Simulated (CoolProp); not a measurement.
Saturation properties of ethylene (Tc = 9.2 °C, pc = 5.042 MPa, ω = 0.087).

The numbers come from the reference Helmholtz-energy equation of state, Smukala 2000 in CoolProp.

```json
[
 {"T (°C)": "-68.95", "p (MPa)": "0.5390", "enthalpy of vaporisation (kJ/kg)": "424.5", "vapour Z": "0.8929"},
 {"T (°C)": "-63.85", "p (MPa)": "0.6551", "enthalpy of vaporisation (kJ/kg)": "414.3", "vapour Z": "0.8774"},
 {"T (°C)": "-58.75", "p (MPa)": "0.7884", "enthalpy of vaporisation (kJ/kg)": "403.6", "vapour Z": "0.8607"},
 {"T (°C)": "-53.65", "p (MPa)": "0.9406", "enthalpy of vaporisation (kJ/kg)": "392.2", "vapour Z": "0.8425"},
 {"T (°C)": "-48.55", "p (MPa)": "1.113", "enthalpy of vaporisation (kJ/kg)": "380.1", "vapour Z": "0.8229"},
 {"T (°C)": "-43.45", "p (MPa)": "1.307", "enthalpy of vaporisation (kJ/kg)": "367.1", "vapour Z": "0.8018"},
 {"T (°C)": "-38.35", "p (MPa)": "1.525", "enthalpy of vaporisation (kJ/kg)": "353.2", "vapour Z": "0.7790"},
 {"T (°C)": "-33.25", "p (MPa)": "1.768", "enthalpy of vaporisation (kJ/kg)": "338.2", "vapour Z": "0.7543"},
 {"T (°C)": "-28.15", "p (MPa)": "2.038", "enthalpy of vaporisation (kJ/kg)": "321.8", "vapour Z": "0.7276"},
 {"T (°C)": "-23.05", "p (MPa)": "2.336", "enthalpy of vaporisation (kJ/kg)": "303.9", "vapour Z": "0.6985"},
 {"T (°C)": "-17.85", "p (MPa)": "2.671", "enthalpy of vaporisation (kJ/kg)": "283.6", "vapour Z": "0.6659"},
 {"T (°C)": "-12.75", "p (MPa)": "3.033", "enthalpy of vaporisation (kJ/kg)": "261.2", "vapour Z": "0.6304"},
 {"T (°C)": "-7.65", "p (MPa)": "3.430", "enthalpy of vaporisation (kJ/kg)": "235.2", "vapour Z": "0.5901"},
 {"T (°C)": "-2.55", "p (MPa)": "3.866", "enthalpy of vaporisation (kJ/kg)": "204.0", "vapour Z": "0.5429"}
]
```

It boils at -103.8 °C under 1 atm.
